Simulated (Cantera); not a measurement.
Cantera run, input and output.

```python
import numpy as np
import cantera as ct

gas = ct.Solution("gri30.yaml")
gas.TPX = 1373, 100000, {'CH4': 1, 'CO2': 4.2, 'H2': 0.1}
reactor = ct.IdealGasConstPressureReactor(gas, energy="off", clone=False)
net = ct.ReactorNet([reactor])
net.rtol, net.atol = 1e-08, 1e-18
show = ['CH4', 'CO2', 'H2', 'CH2', 'O', 'OH']
times = np.geomspace(1e-06, 10, 10)

steps = ct.SolutionArray(gas, extra=["t"])
rows = []
print(f"{'t/s':>10s}{'T/K':>9s}{'P/Pa':>11s}" + "".join(f"{s:>11s}" for s in show))
for t in times:
    while net.time < t:
        t_next = net.step()
        steps.append(gas.state, t=t_next)
    rows.append([np.interp(t, steps.t, y) for y in (steps.T, steps.P, *steps(*show).X.T)])
    print(f"{t:10.3e}{rows[-1][0]:9.1f}{rows[-1][1]:11.4g}" + "".join(f"{x:11.3e}" for x in rows[-1][2:]))
rate = np.gradient(steps.T, steps.t)
print("integrator steps:", len(steps.t))
if steps.T.max() > steps.T[0] + 200:
    print(f"time of steepest temperature rise: {steps.t[rate.argmax()]:.4e} s")
gas.TPX = 1373, 100000, {'CH4': 1, 'CO2': 4.2, 'H2': 0.1}
gas.equilibrate("TP")
print(f"equilibrium (TP): T = {gas.T:.1f} K  " + "  ".join(f"{s} {gas[s].X[0]:.3e}" for s in show))
```

Output:

```
       t/s      T/K       P/Pa        CH4        CO2         H2        CH2          O         OH
 1.000e-06   1373.0      1e+05  1.887e-01  7.925e-01  1.887e-02  1.863e-17  2.151e-15  2.616e-11
 5.995e-06   1373.0      1e+05  1.887e-01  7.925e-01  1.887e-02  6.686e-16  2.198e-15  3.371e-11
 3.594e-05   1373.0      1e+05  1.887e-01  7.925e-01  1.887e-02  1.831e-14  2.203e-15  5.588e-11
 2.154e-04   1373.0      1e+05  1.887e-01  7.925e-01  1.887e-02  5.982e-13  2.304e-15  1.870e-10
 1.292e-03   1373.0      1e+05  1.887e-01  7.924e-01  1.887e-02  1.116e-11  3.979e-15  7.177e-10
 7.743e-03   1373.0      1e+05  1.886e-01  7.924e-01  1.888e-02  2.387e-11  5.979e-15  1.042e-09
 4.642e-02   1373.0      1e+05  1.881e-01  7.920e-01  1.889e-02  5.829e-11  1.159e-14  1.664e-09
 2.783e-01   1373.0      1e+05  1.845e-01  7.875e-01  1.981e-02  8.407e-11  1.819e-14  2.474e-09
 1.668e+00   1373.0      1e+05  1.642e-01  7.546e-01  2.562e-02  9.867e-11  2.841e-14  5.663e-09
 1.000e+01   1373.0      1e+05  8.593e-02  6.004e-01  2.742e-02  4.007e-10  4.878e-14  2.314e-08
integrator steps: 822
equilibrium (TP): T = 1373.0 K  CH4 1.208e-07  CO2 2.757e-01  H2 1.251e-01  CH2 1.496e-16  O 2.406e-13  OH 2.751e-08
```

Detailed kinetics in Cantera: GRI-Mech 3.0 (53 species, 325 reactions).
